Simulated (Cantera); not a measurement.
A closed system holds: 1 mol SiCl₄, 0.29 mol N₂, 4.9 mol NH₃, at 1898.15 K and 0.00340 bar.

These are equilibrium values from Cantera (NASA tables, ideal gas, pure condensed phases), not measurements of a reactor. Candidate condensed phases: NH₄Cl, Si, Si₃N₄; 28 gas species. The tables' values for SiCl, SiCl₃, SiN are old estimates; treat these amounts as uncertain. Gases not in the tables: Si₂H₆ and higher silanes. Equilibrium is a limit: real reactors are often held back by kinetics, nucleation or transport.

Base state: H₂ 0.515, N₂ 0.225, HCl 0.167, SiCl₂ 0.0783, H 0.00963, Cl 0.00236, Si 0.00193, SiCl 0.00131 (mole fractions); condensed: gas only.

Question: What changes in the equilibrium state with this change: temperature from 1898.15 K to 1025 K?

Answer: 
```tsv
species	before	after
H₂	0.515	0.482
HCl	0.167	0.326
N₂	0.225	0.186
SiCl₂	0.0783	7.13e-6
SiCl₄	2.19e-6	0.00613
Si	0.00193	<1e-9
SiCl	0.00131	<1e-9
Si₃N₄(s), mol	0	0.310
```
The tables' values for SiCl₃ are old estimates; treat these amounts as uncertain.
